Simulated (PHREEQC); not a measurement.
1 kg of water holding 8.9e-05 mol/kgw CaSO4, 0.015 mol/kgw NaBr, 0.026 mol/kgw NaCl and 0.26 mol/kgw MgBr2 is evaporated at 20 °C; the solids stay in contact with the brine. CO2 from the air is kept out. Only these solids could form: Bischofite, Bloedite, Brucite, Epsomite, Glauberite, Gypsum, Anhydrite, Halite, Hexahydrite, Kieserite, Mirabilite, Portlandite, Thenardite, MgCl2_4H2O.

All values are PHREEQC results (Pitzer model, pitzer.dat), not measurements.

```tsv
water left (kg)	ionic strength	water activity	Cl in solution (mol/kgw)	Mg in solution (mol/kgw)	Ca in solution (mol/kgw)
1	0.821	0.986	0.0260	0.260	8.90e-5
0.8219	0.999	___	0.0316	0.316	0.000108
0.6755	1.22	___	0.0385	0.385	0.000132
0.5552	1.48	___	0.0468	0.468	0.000160
0.4563	1.80	0.965	0.0570	0.570	0.000195
0.375	2.19	0.956	0.0693	0.693	0.000237
0.3082	2.66	___	0.0843	0.844	0.000289
0.2533	3.24	0.926	0.103	1.03	0.000351
0.2082	3.94	0.904	0.125	1.25	0.000427
0.1711	4.80	0.873	0.152	1.52	0.000520
0.1407	5.84	0.831	0.185	1.85	0.000633
```

### Question
Fill in the missing entries.

### Answer

- 0.8219, water activity: 0.982
- 0.6755, water activity: 0.978
- 0.5552, water activity: 0.972
- 0.3082, water activity: 0.943

Species that the database lacks are ignored.
